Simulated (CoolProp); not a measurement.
Values from CoolProp's reference Helmholtz-energy equation of state, Thol 2019.

**Question.** Give the vapour pressure (MPa), enthalpy of vaporisation (kJ/kg), surface tension (mN/m), vapour viscosity (µPa s) of saturated n-pentane at -27.75, -0.35, 54.25 °C.

**Answer.** 
```json
[
 {"T (°C)": "-27.75", "p (MPa)": "0.00583", "enthalpy of vaporisation (kJ/kg)": "404", "surface tension (mN/m)": "21.4", "vapour viscosity (µPa s)": "5.53"},
 {"T (°C)": "-0.35", "p (MPa)": "0.0241", "enthalpy of vaporisation (kJ/kg)": "385", "surface tension (mN/m)": "18.3", "vapour viscosity (µPa s)": "6.15"},
 {"T (°C)": "54.25", "p (MPa)": "0.181", "enthalpy of vaporisation (kJ/kg)": "342", "surface tension (mN/m)": "12.3", "vapour viscosity (µPa s)": "7.25"}
]
```

Viscosity comes from a separate model (Quiñones-Cisneros 2006), older than the equation that it now runs on, and unchecked against measurements. Surface tension comes from a separate correlation (Mulero 2012).
